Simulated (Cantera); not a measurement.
Input (Python, Cantera) and output of one run.

```python
import numpy as np
import cantera as ct

gas_names = """
    H H2 N NH NH2 NH3 N2 N2H2 N2H4 V VN
""".split()
cond_names = """
    V(cr) V(L) VN(s)
""".split()


# ... load() reads the species with a 1 bar reference pressure and builds the phases ...
atoms = {
    'V': {'V': 1},
    'NH3': {'N': 1, 'H': 3},
}
top_T = {'VN(s)': 2300}  # K; cautious upper limits of use, not melting points


# ... equilibrate(T, P, feed) seeds the gas with the atoms and calls Mixture.equilibrate('TP', solver="vcs", rtol=1e-11, max_steps=5000) ...
results = []
feed = {'V': 1, 'NH3': 0.17}  # mol
P = 1000  # Pa
for T in [1575, 1625, 1675, 1725, 1775, 1825, 1875, 1925, 1975, 2025, 2075, 2125, 2175]:
    mix = equilibrate(T, P, feed)
    results.append((T, P, feed, dict(zip(mix.species_names, mix.species_moles))))

top = {s: max(r[3][s] / sum(r[3][g] for g in gas_names) for r in results) for s in gas_names}
cols = sorted((s for s in top if top[s] > 0.001), key=lambda s: -top[s])[:8]
seen = [c for c in cond_names if any(r[3].get(c, 0) > 1e-12 for r in results)]
print("log10 of partial pressures in bar; condensed amounts in mol")
print(f"{'T/K':>10s}" + "".join(f"{s[:9]:>10s}" for s in cols + seen))
for T, P, feed, n in results:
    ng = sum(n[g] for g in gas_names)
    print(f"{T:10.4g}" + "".join(f"{np.log10(max(n[s] / ng * P / 1e5, 1e-99)):10.3f}" for s in cols)
          + "".join(f"{n.get(c, 0):10.4g}" for c in seen))
```

Result:

```
log10 of partial pressures in bar; condensed amounts in mol
       T/K        H2        N2         H         V     V(cr)     VN(s)
      1575    -2.000    -5.641    -5.381    -9.207    0.8301    0.1699
      1625    -2.001    -5.214    -5.152    -8.688    0.8303    0.1697
      1675    -2.001    -4.813    -4.936    -8.200    0.8308    0.1692
      1725    -2.002    -4.436    -4.732    -7.742    0.8319    0.1681
      1775    -2.005    -4.081    -4.541    -7.309    0.8343    0.1657
      1825    -2.010    -3.745    -4.361    -6.901    0.8394    0.1606
      1875    -2.019    -3.428    -4.193    -6.515    0.8498    0.1502
      1925    -2.038    -3.128    -4.039    -6.150    0.8712    0.1288
      1975    -2.074    -2.844    -3.901    -5.804     0.916     0.084
      2025    -2.134    -2.606    -3.782    -5.475    0.9999         0
      2075    -2.137    -2.607    -3.643    -5.163    0.9998         0
      2125    -2.141    -2.609    -3.511    -4.866    0.9995         0
      2175    -2.148    -2.612    -3.385    -4.583    0.9991         0
```

These are equilibrium values from Cantera (NASA tables, ideal gas, pure condensed phases), not measurements of a reactor. Mutual solubility and eutectic melting of coexisting phases are not modelled. VN: taken at fixed stoichiometry. Condensed phases not in the tables: V2N, N, O or C dissolved in the metal.
